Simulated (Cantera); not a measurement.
# TiCl₄ + C₃H₈ (titanium nitride, carbide and oxide coatings)

Feed: 1 mol TiCl₄, 0.35 mol C₃H₈, equilibrated at 1225 K and 1.33 mbar.

Cantera equilibrium calculation (NASA polynomials, part measured and part estimated; ideal gas, pure solids and liquids). Candidate condensed phases: C, C₆H₆, C₇H₈, C₈H₁₈, Ti, TiC, TiCl₂, TiCl₃, TiCl₄; 96 gas species. The tables' values for TiCl₂ are old estimates; treat these amounts as uncertain. TiC: taken at fixed stoichiometry. Equilibrium is a limit: real reactors are often held back by kinetics, nucleation or transport.

The x(HCl) comes out as 0.572. The x(H₂) is 0.200 and the x(TiCl₄) is 0.133. The x(TiCl₃) is 0.0951. The x(TiCl₂) is 3.28e-5 and the x(Cl) is 9.40e-6. The x(H) comes out as 3.82e-6 and the n(C(graphite)) is 0.707 mol. The n(TiC(s)) is 0.343 mol, the gas amount comes out as 2.880 mol and the log10 activity of TiCl₄(l) (absent) is -5.80. The log10 activity of Ti(β) (absent) comes out as -7.25.
